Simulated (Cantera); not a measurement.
## Premixed flame

A freely propagating, adiabatic, planar premixed flame of H2 : O2 : N2 = 1 : 0.385 : 1.45 (molar parts), unburnt at 550 K and 233 Torr; mixture-averaged transport, grid criteria slope 0.08 and curve 0.16, no radiation.

Model: the H2/O2 subset of GRI-Mech 3.0, which has no nitrogen chemistry, integrated in Cantera. Burning velocities carry a grid error of a few per cent, more on coarse grids.

| z (mm) | T (K) | u (m/s) | x H2 | x O2 | x H2O2 | x H | x OH | x H2O |
|---|---|---|---|---|---|---|---|---|
| -6.17 | 550 | 6.46 | 0.353 | 0.136 | <1e-8 | <1e-8 | <1e-8 | <1e-8 |
| -4.11 | 550 | 6.46 | 0.353 | 0.136 | <1e-8 | <1e-8 | <1e-8 | <1e-8 |
| -3.08 | 550 | 6.46 | 0.353 | 0.136 | <1e-8 | <1e-8 | <1e-8 | <1e-8 |
| -2.06 | 550 | 6.46 | 0.353 | 0.136 | <1e-8 | 2.74e-8 | <1e-8 | <1e-8 |
| -1.03 | 558 | 6.54 | 0.351 | 0.136 | 1.23e-6 | 0.000171 | 3.16e-5 | 0.000365 |
| -0.514 | 719 | 8.31 | 0.326 | 0.132 | 4.28e-6 | 0.00802 | 0.000500 | 0.0137 |
| 0 | 1152 | 12.9 | 0.194 | 0.0859 | 1.25e-6 | 0.0641 | 0.00314 | 0.111 |
| 0.514 | 1448 | 16.0 | 0.0901 | 0.0241 | 1.18e-6 | 0.0998 | 0.00807 | 0.224 |
| 1.03 | 1571 | 17.2 | 0.0809 | 0.0150 | 8.62e-7 | 0.0943 | 0.0103 | 0.241 |
| 2.06 | 1710 | 18.6 | 0.0846 | 0.0123 | 5.10e-7 | 0.0800 | 0.0124 | 0.248 |
| 4.11 | 1862 | 20.0 | 0.0884 | 0.00991 | 2.69e-7 | 0.0642 | 0.0141 | 0.256 |
| 8.22 | 2017 | 21.4 | 0.0907 | 0.00735 | 1.43e-7 | 0.0489 | 0.0148 | 0.266 |
| 16.4 | 2163 | 22.7 | 0.0916 | 0.00493 | 8.27e-8 | 0.0354 | 0.0141 | 0.277 |
x: mole fraction of selected species; z is measured from the peak of heat release.

| Property | Result |
|---|---|
| laminar burning velocity | 646 cm/s |
| thermal thickness | 2.06 mm |
| peak x(H2O2) | 4.74e-6 |
| peak x(H) | 0.100 |
| peak x(OH) | 0.0148 |
| grid points | 141 |
